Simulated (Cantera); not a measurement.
Feed: 1 mol (CH3)2SiCl2, 0.019 mol C3H8, 67 mol H2, at 0.100 bar.

These are equilibrium values from Cantera (NASA tables, ideal gas, pure condensed phases), not measurements of a reactor. Candidate condensed phases: C, C6H6, C7H8, C8H18, Si, SiC; 109 gas species. The feed counts by its element totals alone. Gases not in the tables: Si2H6 and higher silanes. The numbers say what is thermodynamically allowed, not how fast it happens.

Question: Which condensed phases are stable at each of these points (T (°C)): 1750, 1800, 1850, 1900, 1950, 2000, 2050, 2100, 2150, 2200, 2250, 2300?

Answer: 
```tsv
T (°C)	condensed phases	Si condensed (%)
1750	C(graphite) + SiC(s)	98.8
1800	C(graphite) + SiC(s)	98.3
1850	C(graphite) + SiC(s)	97.4
1900	C(graphite) + SiC(s)	95.8
1950	C(graphite) + SiC(s)	93.0
2000	C(graphite) + SiC(s)	87.9
2050	C(graphite) + SiC(s)	79.0
2100	C(graphite) + SiC(s)	63.5
2150	C(graphite) + SiC(s)	36.6
2200	C(graphite)	0.0
2250	C(graphite)	0.0
2300	gas only	0.0
```

From 1750 °C to 2150 °C the condensed part is C(graphite) + SiC(s). From 2200 °C to 2250 °C the condensed part is C(graphite). At 2300 °C nothing is condensed.
